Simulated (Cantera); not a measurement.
Input: 1 mol Si, 2.1 mol O2, 2.1 mol H2, equilibrated at 1.40 bar.

Equilibrium computed with Cantera from the NASA thermochemical tables; the gas is ideal and each condensed phase is pure. Candidate condensed phases: H2O, Si, SiO2; 18 gas species. The tables hold silica as quartz up to 1696 K and as liquid above; real silica turns to tridymite and cristobalite and melts near 1996 K. Gases not in the tables: Si(OH)4. Kinetics and transport are ignored.

x: gas mole fraction; n: condensed amount in mol.

| T (K) | x H2O | x O2 | x OH | x H2 | n SiO2(β-quartz) | n SiO2(condensed) | n SiO2(l) |
|---|---|---|---|---|---|---|---|
| 1200 | 0.977 | 0.0233 | 4.96e-6 | ___ | 1.00 | 0 | 0 |
| 1300 | 0.977 | 0.0233 | 1.74e-5 | ___ | 1.00 | 0 | 0 |
| 1400 | 0.977 | 0.0232 | 5.10e-5 | ___ | 1.00 | 0 | 0 |
| 1500 | 0.977 | 0.0232 | 0.000130 | ___ | 1.00 | 0 | 0 |
| 1600 | 0.976 | 0.0232 | 0.000293 | ___ | 1.00 | 0 | 0 |
| 1700 | 0.976 | 0.0232 | 0.000602 | ___ | 0 | 1.00 | 0 |
| 1800 | 0.975 | 0.0231 | 0.00114 | ___ | 0 | 1.00 | 0 |
| 1900 | 0.974 | 0.0231 | 0.00202 | ___ | 0 | 1.00 | 0 |
| 2000 | 0.972 | 0.0231 | 0.00338 | ___ | 0 | 0 | 1.000 |
| 2100 | 0.968 | 0.0234 | 0.00539 | ___ | 0 | 0 | 1.000 |

**Question.** Fill in the missing entries.

**Answer.** 
- 1200, x H2: 6.88e-8
- 1300, x H2: 4.70e-7
- 1400, x H2: 2.45e-6
- 1500, x H2: 1.02e-5
- 1600, x H2: 3.59e-5
- 1700, x H2: 0.000109
- 1800, x H2: 0.000292
- 1900, x H2: 0.000706
- 2000, x H2: 0.00156
- 2100, x H2: 0.00317
